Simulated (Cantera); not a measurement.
## SiCl4 + NH3 + N2 (silicon nitride deposition)

Feed: 1 mol SiCl4, 11 mol NH3, 1.9 mol N2, at 0.100 bar.

Method: chemical equilibrium by Gibbs-energy minimisation in Cantera with the NASA 1993 tables (ideal gas, pure condensed phases). Candidate condensed phases: NH4Cl, Si, Si3N4; 28 gas species. The tables' values for SiCl, SiCl3, SiN are old estimates; treat these amounts as uncertain. Gases not in the tables: Si2H6 and higher silanes. Equilibrium is a limit: real reactors are often held back by kinetics, nucleation or transport.

From 1148 K to 1823 K the condensed part is Si3N4(s). From 1898 K to 2048 K the condensed part is Si(l). The main Si-bearing gas is SiCl4 at 1148 K and SiCl2 at 2048 K.

```
T (K)  log p H2  log p N2  log p HCl  log p SiCl2  log p H  log p Si  n Si3N4(s)  n Si(l)
-----  --------  --------  ---------  -----------  -------  --------  ----------  -------
1148      -1.24     -1.57      -1.80        -6.50    -7.76      <-13       0.330        0
1223      -1.24     -1.57      -1.80        -5.76    -7.14      <-13       0.330        0
1298      -1.24     -1.57      -1.80        -5.11    -6.59      <-13       0.330        0
1373      -1.24     -1.57      -1.81        -4.54    -6.10    -12.04       0.328        0
1448      -1.24     -1.57      -1.81        -4.03    -5.66    -10.68       0.322        0
1523      -1.24     -1.57      -1.82        -3.59    -5.26     -9.45       0.307        0
1598      -1.24     -1.57      -1.84        -3.22    -4.89     -8.34       0.277        0
1673      -1.23     -1.56      -1.88        -2.93    -4.56     -7.34       0.228        0
1748      -1.23     -1.56      -1.94        -2.71    -4.26     -6.42       0.161        0
1823      -1.23     -1.55      -2.01        -2.55    -3.98     -5.58      0.0855        0
1898      -1.23     -1.54      -2.07        -2.47    -3.72     -4.91           0    0.109
1973      -1.23     -1.55      -2.06        -2.49    -3.48     -4.50           0    0.131
2048      -1.23     -1.55      -2.05        -2.51    -3.27     -4.12           0    0.141
```
log p: log10 of the partial pressure in bar; n: condensed amount in mol.
